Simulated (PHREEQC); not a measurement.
Dissolve 0.024 mol/kgw NH3 and 0.0025 mol/kgw NaAlO2 at 25 °C. Closed to the air; pH follows from the charge balance.

Equilibrium calculation in PHREEQC: ion-association model, phreeqc.dat.

Each row changes one thing in this solution. No solid was allowed to form.

```json
[
 {"case": "as made", "pH": "10.80", "ionic strength (mol/kgw)": "0.00318", "SI of Gibbsite (Al(OH)3)": "+1.12"},
 {"case": "NH3 from 0.024 to 0.24 mol/kgw", "pH": "11.31", "ionic strength (mol/kgw)": "0.00471", "SI of Gibbsite (Al(OH)3)": "+0.61"},
 {"case": "NH3 from 0.024 to 0.0216 mol/kgw", "pH": "10.78", "ionic strength (mol/kgw)": "0.00315", "SI of Gibbsite (Al(OH)3)": "+1.15"},
 {"case": "0.0018 mol/kgw HCl added", "pH": "10.31", "ionic strength (mol/kgw)": "0.00452", "SI of Gibbsite (Al(OH)3)": "+1.61"},
 {"case": "NH3 from 0.024 to 0.012 mol/kgw", "pH": "10.65", "ionic strength (mol/kgw)": "0.00298", "SI of Gibbsite (Al(OH)3)": "+1.28"},
 {"case": "NH3 replaced by NH4HSO4 at the same molality", "pH": "2.14", "ionic strength (mol/kgw)": "0.0508", "SI of Gibbsite (Al(OH)3)": "-5.82"},
 {"case": "NH3 left out", "pH": "8.54", "ionic strength (mol/kgw)": "0.00250", "SI of Gibbsite (Al(OH)3)": "+3.39"},
 {"case": "NaAlO2 from 0.0025 to 0.00025 mol/kgw", "pH": "10.80", "ionic strength (mol/kgw)": "0.000916", "SI of Gibbsite (Al(OH)3)": "+0.13"}
]
```

Some of these states are supersaturated (in Gibbsite (slow to form), Al(OH)3(a), for instance).
